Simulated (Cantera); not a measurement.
# CuF2 + O2 + H2 (halide evaporation, hydrolysis and transport)

Charge: 1 mol CuF2, 0.46 mol O2, 37 mol H2, at 0.133 bar.

These are equilibrium values from Cantera (NASA tables, ideal gas, pure condensed phases), not measurements of a reactor. Candidate condensed phases: Cu, CuF2, CuO, Cu(OH)2, Cu2O, H2O; 27 gas species. Equilibrium is a limit: real reactors are often held back by kinetics, nucleation or transport.

```tsv
T (K)	x H2	x HF	x H2O	x Cu	n Cu(s)	n Cu(l)
1148	0.923	0.0526	0.0242	2.04e-8	1.000	0
1198	0.923	0.0526	0.0242	8.71e-8	1.000	0
1248	0.923	0.0526	0.0242	3.30e-7	1.000	0
1298	0.923	0.0526	0.0242	1.13e-6	1.000	0
1348	0.923	0.0526	0.0242	3.51e-6	1.000	0
1398	0.923	0.0526	0.0242	9.73e-6	0	1.000
1448	0.923	0.0526	0.0242	2.49e-5	0	0.999
1498	0.923	0.0526	0.0242	5.96e-5	0	0.998
1548	0.923	0.0526	0.0242	0.000135	0	0.995
```
x: gas mole fraction; n: condensed amount in mol.

From 1148 K to 1348 K the condensed part is Cu(s). From 1398 K to 1548 K the condensed part is Cu(l). The main Cu-bearing gas is Cu throughout.
